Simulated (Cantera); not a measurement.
A Cantera script and what it prints.

```python
import numpy as np
import cantera as ct

gas_names = """
    H HO2 H2 H2O H2O2 O OH O2 O3 Ti TiO TiO2
""".split()
cond_names = """
    H2O(s) H2O(L) Ti(a) Ti(b) Ti(L) TiO(a) TiO(b) TiO(L) TiO2(ru) TiO2(L) Ti2O3(a) Ti2O3(b) Ti2O3(L)
    Ti3O5(a) Ti3O5(b) Ti3O5(L) Ti4O7(s) Ti4O7(L)
""".split()


# ... load() reads the species with a 1 bar reference pressure and builds the phases ...
atoms = {
    'Ti': {'Ti': 1},
    'H2O': {'H': 2, 'O': 1},
}
top_T = {}  # K; cautious upper limits of use, not melting points


# ... equilibrate(T, P, feed) seeds the gas with the atoms and calls Mixture.equilibrate('TP', solver="vcs", rtol=1e-11, max_steps=5000) ...
results = []
feed = {'Ti': 1, 'H2O': 21}  # mol
P = 19000  # Pa
for T in [1350, 1425, 1500, 1575, 1650, 1725, 1800, 1875, 1950, 2025, 2100, 2175]:
    mix = equilibrate(T, P, feed)
    results.append((T, P, feed, dict(zip(mix.species_names, mix.species_moles))))
    x = sorted(zip(gas.X, gas.species_names), reverse=True)
    print(f"T = {T:g} K  P = {P:g} Pa  gas = {mix.phase_moles(0):.4g} mol")
    print("   x: " + "  ".join(f"{s} {v:.3e}" for v, s in x if v > 1e-06))
    print("   condensed (mol): " + ("  ".join(f"{mix.phase(i).name} {mix.phase_moles(i):.4g}"
          for i in range(1, mix.n_phases) if mix.phase_moles(i) > 1e-12) or "none"))
```

Output:

```
T = 1350 K  P = 19000 Pa  gas = 21 mol
   x: H2O 9.048e-01  H2 9.524e-02  H 1.687e-06
   condensed (mol): TiO2(ru) 1
T = 1425 K  P = 19000 Pa  gas = 21 mol
   x: H2O 9.048e-01  H2 9.524e-02  H 4.830e-06  OH 1.003e-06
   condensed (mol): TiO2(ru) 1
T = 1500 K  P = 19000 Pa  gas = 21 mol
   x: H2O 9.048e-01  H2 9.523e-02  H 1.246e-05  OH 3.381e-06
   condensed (mol): TiO2(ru) 1
T = 1575 K  P = 19000 Pa  gas = 21 mol
   x: H2O 9.047e-01  H2 9.523e-02  H 2.942e-05  OH 1.015e-05
   condensed (mol): TiO2(ru) 1
T = 1650 K  P = 19000 Pa  gas = 21 mol
   x: H2O 9.047e-01  H2 9.522e-02  H 6.431e-05  OH 2.761e-05
   condensed (mol): TiO2(ru) 1
T = 1725 K  P = 19000 Pa  gas = 21 mol
   x: H2O 9.046e-01  H2 9.520e-02  H 1.315e-04  OH 6.882e-05
   condensed (mol): TiO2(ru) 1
T = 1800 K  P = 19000 Pa  gas = 21 mol
   x: H2O 9.044e-01  H2 9.517e-02  H 2.534e-04  OH 1.590e-04  O2 1.379e-06
   condensed (mol): TiO2(ru) 1
T = 1875 K  P = 19000 Pa  gas = 21.01 mol
   x: H2O 9.040e-01  H2 9.515e-02  H 4.639e-04  OH 3.436e-04  O2 5.275e-06  O 1.267e-06
   condensed (mol): TiO2(ru) 1
T = 1950 K  P = 19000 Pa  gas = 21.02 mol
   x: H2O 9.033e-01  H2 9.515e-02  H 8.112e-04  OH 6.994e-04  O2 1.819e-05  O 4.417e-06
   condensed (mol): TiO2(ru) 1
T = 2025 K  P = 19000 Pa  gas = 21.03 mol
   x: H2O 9.020e-01  H2 9.522e-02  H 1.363e-03  OH 1.349e-03  O2 5.709e-05  O 1.402e-05  TiO2 1.784e-06
   condensed (mol): TiO2(ru) 1
T = 2100 K  P = 19000 Pa  gas = 21.05 mol
   x: H2O 8.996e-01  H2 9.550e-02  OH 2.477e-03  H 2.209e-03  O2 1.641e-04  O 4.086e-05  TiO2 6.447e-06
   condensed (mol): TiO2(ru) 0.9999
T = 2175 K  P = 19000 Pa  gas = 21.09 mol
   x: H2O 8.954e-01  H2 9.622e-02  OH 4.342e-03  H 3.474e-03  O2 4.324e-04  O 1.099e-04  TiO2 1.964e-05
   condensed (mol): TiO2(L) 0.9996
```

Equilibrium computed with Cantera from the NASA thermochemical tables; the gas is ideal and each condensed phase is pure. Gases not in the tables: TiO(OH)2.
